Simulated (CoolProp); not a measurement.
Vapour-liquid equilibrium of propane (1) + isobutane (2) at 6.13 kPa; x and y are mole fractions of (1).

Computed with CoolProp (multi-fluid Helmholtz-energy mixture model, Lemmon 2009 and Bücker 2006; pair parameters Kunz 2012).

Q: Give the bubble temperature and the first vapour's composition at x = 0.05, 0.125, 0.425. Is there an azeotrope?

A: x = 0.05: 204.0 K, y = 0.215; x = 0.125: 200.6 K, y = 0.431; x = 0.425: 191.7 K, y = 0.807. No azeotrope shows between x = 0.05 and 0.95.

The pair parameters rest on a limited set of measurements; away from them the model extrapolates. The gap from Raoult's law changes sign with composition, which may be real or a fault of the pair parameters; it wasn't checked against measurements.
